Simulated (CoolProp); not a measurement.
A single-stage vapour-compression cycle with R134a: evaporating at 290.15 K (dew point), condensing at 327.15 K (bubble point), superheat 0 K, subcooling 2 K, compressor efficiency 0.8, no pressure losses. Each further row changes one setting.

Computed with CoolProp (reference Helmholtz-energy equation of state, Tillner-Roth 1994).

```json
[
 {"case": "as stated", "cooling COP": "5.04", "pressure ratio": "2.80", "discharge temperature (K)": "335.0", "refrigerating effect (kJ/kg)": "133", "volumetric capacity (kJ/m³)": "3380"},
 {"case": "evaporating temperature 295.15 K", "cooling COP": "(withheld)", "pressure ratio": "2.39", "discharge temperature (K)": "(withheld)", "refrigerating effect (kJ/kg)": "136", "volumetric capacity (kJ/m³)": "4020"},
 {"case": "condensing temperature 322.15 K", "cooling COP": "6.06", "pressure ratio": "2.47", "discharge temperature (K)": "329.2", "refrigerating effect (kJ/kg)": "141", "volumetric capacity (kJ/m³)": "3570"},
 {"case": "subcooling 7 K", "cooling COP": "(withheld)", "pressure ratio": "2.80", "discharge temperature (K)": "335.0", "refrigerating effect (kJ/kg)": "141", "volumetric capacity (kJ/m³)": "3570"},
 {"case": "superheat 10 K", "cooling COP": "5.09", "pressure ratio": "2.80", "discharge temperature (K)": "344.7", "refrigerating effect (kJ/kg)": "143", "volumetric capacity (kJ/m³)": "(withheld)"},
 {"case": "compressor efficiency 0.7", "cooling COP": "4.41", "pressure ratio": "2.80", "discharge temperature (K)": "338.2", "refrigerating effect (kJ/kg)": "133", "volumetric capacity (kJ/m³)": "3380"}
]
```

Question: Some entries are withheld; supply them.

Answer: 
- evaporating temperature 295.15 K, cooling COP: 6.08
- evaporating temperature 295.15 K, discharge temperature (K): 333.8
- subcooling 7 K, cooling COP: 5.33
- superheat 10 K, volumetric capacity (kJ/m³): 3430
